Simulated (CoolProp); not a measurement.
Computed with CoolProp (reference Helmholtz-energy equation of state, Colonna 2008). It is a short technical equation, of lower accuracy than the large ones.

For dodecamethylcyclohexasiloxane (D6), give the phase and the density (kg/m³), cv (kJ/(kg K)), isothermal compressibility (1/MPa), expansivity (1/kK) at 399.5 K and 331 kPa; 288.2 K and 180 kPa; 343.3 K and 2910 kPa.


- 399.5 K and 331 kPa: liquid; density 857, cv 1.61, isothermal compressibility 0.00495, expansivity 1.33
- 288.2 K and 180 kPa: liquid; density 980, cv 1.41, isothermal compressibility 0.00242, expansivity 1.12
- 343.3 K and 2910 kPa: liquid; density 927, cv 1.50, isothermal compressibility 0.00316, expansivity 1.15
